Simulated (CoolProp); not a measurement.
C2F6 (R116) at 298.15 K and 0.487 MPa is throttled through a valve to 0.156 MPa with no heat exchange. Each further row changes one setting.

Computed with CoolProp (reference Helmholtz-energy equation of state, Lemmon 2006). It is a short technical equation, of lower accuracy than the large ones.

```json
[
 {"case": "as stated", "temperature change (K)": "?", "final density (kg/m³)": "?"},
 {"case": "outlet pressure 0.0468 MPa", "temperature change (K)": "?", "final density (kg/m³)": "2.65"},
 {"case": "outlet pressure 0.203 MPa", "temperature change (K)": "?", "final density (kg/m³)": "?"}
]
```

What belongs in the gaps?


- as stated, temperature change (K): -2.9
- as stated, final density (kg/m³): 8.92
- outlet pressure 0.0468 MPa, temperature change (K): -3.8
- outlet pressure 0.203 MPa, temperature change (K): -2.5
- outlet pressure 0.203 MPa, final density (kg/m³): 11.6
